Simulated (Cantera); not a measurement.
Input: 1 mol C2F6, 0.2 mol HCl, a varied amount of H2, held at 1277 °C and 64.0 Pa.

Cantera equilibrium calculation (NASA polynomials, part measured and part estimated; ideal gas, pure solids and liquids). Candidate condensed phases: C, C6H6, C7H8, C8H18; 118 gas species. The feed counts by its element totals alone. Kinetics and transport are ignored.

Q: At 5.5 mol H2, list the 4 most abundant gas species with their mole fractions, and the condensed phases.

A: HF 0.689, H2 0.287, HCl 0.0229, H 0.000667. Condensed: C(graphite).
